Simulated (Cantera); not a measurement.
What does this Cantera script print?

```python
import numpy as np
import cantera as ct

gas = ct.Solution("h2o2.yaml")
gas.TPX = 1073, 170, {'H2': 0.22, 'O2': 1}
inlet = ct.Reservoir(gas, clone=True)

reactor = ct.IdealGasConstPressureReactor(gas, energy="off", clone=False)
exhaust = ct.Reservoir(gas, clone=True)
tau = [0.66, 0.42, 0.27, 0.17, 0.11, 0.071, 0.045, 0.029, 0.018, 0.012, 0.0075][0]
for a, b in ((inlet, reactor), (reactor, exhaust)):
    ct.MassFlowController(a, b, mdot=lambda t: reactor.mass / tau)
net = ct.ReactorNet([reactor])
show = ['H2', 'O2', 'OH', 'H2O', 'HO2']

rows = []
print(f"{'tau/s':>10s}{'T/K':>9s}" + "".join(f"{s:>11s}" for s in show))
for tau in [0.66, 0.42, 0.27, 0.17, 0.11, 0.071, 0.045, 0.029, 0.018, 0.012, 0.0075]:
    net.initial_time = 0.0
    net.advance(30 * tau)
    before = gas.X
    net.advance(40 * tau)
    drift = np.max(np.abs(gas.X - before) / (gas.X + 1e-9))
    rows.append([gas.T, *gas[show].X, drift])
    print(f"{tau:10.3e}{gas.T:9.1f}" + "".join(f"{x:11.3e}" for x in gas[show].X))
```

Result:

```
     tau/s      T/K         H2         O2         OH        H2O        HO2
 6.600e-01   1073.0  4.825e-03  7.650e-01  4.391e-03  1.717e-01  1.557e-06
 4.200e-01   1073.0  5.899e-03  7.567e-01  4.801e-03  1.645e-01  1.539e-06
 2.700e-01   1073.0  7.062e-03  7.489e-01  5.168e-03  1.571e-01  1.510e-06
 1.700e-01   1073.0  8.457e-03  7.419e-01  5.521e-03  1.496e-01  1.477e-06
 1.100e-01   1073.0  1.007e-02  7.371e-01  5.845e-03  1.431e-01  1.447e-06
 7.100e-02   1073.0  1.220e-02  7.343e-01  6.186e-03  1.371e-01  1.421e-06
 4.500e-02   1073.0  1.530e-02  7.336e-01  6.580e-03  1.311e-01  1.397e-06
 2.900e-02   1073.0  1.956e-02  7.349e-01  6.998e-03  1.250e-01  1.373e-06
 1.800e-02   1073.0  2.628e-02  7.383e-01  7.467e-03  1.175e-01  1.342e-06
 1.200e-02   1073.0  3.440e-02  7.428e-01  7.823e-03  1.097e-01  1.306e-06
 7.500e-03   1073.0  4.764e-02  7.502e-01  8.072e-03  9.828e-02  1.247e-06
```

Detailed kinetics in Cantera: the H2/O2 subset of GRI-Mech 3.0, which has no nitrogen chemistry. Radical loss at walls, strong at low pressure, is not modelled. The temperature is held fixed by assumption; the heat of reaction is taken as removed at once.
